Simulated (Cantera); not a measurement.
Feed: 1 mol Si, a varied amount of HF, 21 mol H₂, equilibrated at 425 °C and 3.00 mbar.

These are equilibrium values from Cantera (NASA tables, ideal gas, pure condensed phases), not measurements of a reactor. Candidate condensed phases: Si; 25 gas species. Kinetics and transport are ignored.

Question: At 3.4 mol HF, list the 4 most abundant gas species with their mole fractions, and the condensed phases.

Answer: H₂ 0.964, SiF₄ 0.0351, SiHF₃ 0.00130, SiH₂F₂ 3.10e-5. Condensed: Si(s).
